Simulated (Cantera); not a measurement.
An adiabatic, constant-volume homogeneous reactor starts with H2 : O2 : N2 = 1 : 0.294 : 1.59 (molar parts), equivalence ratio 1.7, at 1550 K and 518 Torr. Integrator tolerance rtol = 1e-08.

Cantera simulation using the H2/O2 subset of GRI-Mech 3.0, which has no nitrogen chemistry; the numbers are that mechanism's predictions, not measurements.

### Question
What does this change do: initial temperature 1550 to 1173 K?

### Answer
```
quantity                                                            before                                      after
---------------------------------  ---------------------------------------  -----------------------------------------
time of steepest temperature rise                                  20.3 µs                                    96.6 µs
temperature at 0.200 s                                              2864 K                                     2740 K
equilibrium temperature                                             2864 K                                     2740 K
x(H2) at 0.200 s                       0.148 (gas-phase equilibrium 0.148)        0.151 (gas-phase equilibrium 0.151)
x(O2) at 0.200 s                   0.00122 (gas-phase equilibrium 0.00122)  0.000407 (gas-phase equilibrium 0.000407)
x(OH) at 0.200 s                     0.0147 (gas-phase equilibrium 0.0147)    0.00801 (gas-phase equilibrium 0.00801)
x(H2O) at 0.200 s                      0.201 (gas-phase equilibrium 0.201)        0.214 (gas-phase equilibrium 0.214)
x(HO2) at 0.200 s                  1.02e-6 (gas-phase equilibrium 1.02e-6)    3.76e-7 (gas-phase equilibrium 3.76e-7)
```

### Question
What does this change do: initial temperature 1550 to 1200 K?

### Answer
```json
[
 {"quantity": "time of steepest temperature rise", "before": "20.3 µs", "after": "83.0 µs"},
 {"quantity": "temperature at 0.200 s", "before": "2864 K", "after": "2751 K"},
 {"quantity": "equilibrium temperature", "before": "2864 K", "after": "2751 K"},
 {"quantity": "x(H2) at 0.200 s", "before": "0.148 (gas-phase equilibrium 0.148)", "after": "0.151 (gas-phase equilibrium 0.151)"},
 {"quantity": "x(O2) at 0.200 s", "before": "0.00122 (gas-phase equilibrium 0.00122)", "after": "0.000448 (gas-phase equilibrium 0.000448)"},
 {"quantity": "x(OH) at 0.200 s", "before": "0.0147 (gas-phase equilibrium 0.0147)", "after": "0.00845 (gas-phase equilibrium 0.00845)"},
 {"quantity": "x(H2O) at 0.200 s", "before": "0.201 (gas-phase equilibrium 0.201)", "after": "0.213 (gas-phase equilibrium 0.213)"},
 {"quantity": "x(HO2) at 0.200 s", "before": "1.02e-6 (gas-phase equilibrium 1.02e-6)", "after": "4.11e-7 (gas-phase equilibrium 4.11e-7)"}
]
```
